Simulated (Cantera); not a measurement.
Charge: 1 mol Fe₂O₃, 0.41 mol SO₃, 0.85 mol N₂, at 902 °C and 46.5 Torr.

Method: chemical equilibrium by Gibbs-energy minimisation in Cantera with the NASA 1993 tables (ideal gas, pure condensed phases). Candidate condensed phases: Fe, FeO, FeS, FeSO₄, FeS₂, Fe₂O₃, Fe₂(SO₄)₃, Fe₃O₄, S; 19 gas species. Rates play no part.

Base state: N₂ 0.582, SO₂ 0.273, O₂ 0.136, SO₃ 0.00794, NO 0.000112 (mole fractions); condensed: Fe₂O₃(s).

Task: What changes in the equilibrium state with this change: temperature from 902 °C to 1475 °C?

Result: 
| species | before | after |
|---|---|---|
| N₂ | 0.582 | 0.520 |
| SO₂ | 0.273 | 0.251 |
| O₂ | 0.136 | 0.226 |
| SO | 1.28e-9 | 2.30e-5 |
| O | 2.17e-8 | 0.000140 |
| NO | 0.000112 | 0.00292 |
| SO₃ | 0.00794 | 0.000377 |
| Fe₂O₃(s), mol | 1.00 | 0 |
| Fe₃O₄(s), mol | 0 | 0.667 |

Task: What changes in the equilibrium state with this change: SO₃ from 0.41 to 0.15 mol?

Result: 
| species | before | after |
|---|---|---|
| N₂ | 0.582 | 0.792 |
| SO₂ | 0.273 | 0.137 |
| O₂ | 0.136 | 0.0684 |
| SO₃ | 0.00794 | 0.00282 |
| NO | 0.000112 | 9.21e-5 |
| Fe₂O₃(s), mol | 1.00 | 1.00 |

Task: What changes in the equilibrium state with this change: temperature from 902 °C to 350 °C?

Result: 
```csv
species,before,after
N₂,0.582,1.000
SO₃,0.00794,6.29e-6
SO₂,0.273,6.18e-6
O₂,0.136,3.09e-6
NO,0.000112,<1e-9
"Fe₂O₃(s), mol",1.00,0.863
"Fe₂(SO₄)₃(s), mol",0,0.137
```
